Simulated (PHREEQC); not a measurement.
Make-up at 20 °C: 0.021 mol/kgw NiCl2 and 7.1e-05 mol/kgw NaCl. Closed to the air; pH follows from the charge balance.

The numbers come from PHREEQC with the ion-association model, wateq4f.dat.

The ionic strength comes out as 0.0611 mol/kgw. What activity coefficients do Na+, H+, Cl-, Ni+2, NiOH+ get?

Na+ 0.81, H+ 0.85, Cl- 0.80, Ni+2 0.43, NiOH+ 0.81.

This is a speciation only: nothing precipitates in the calculation.
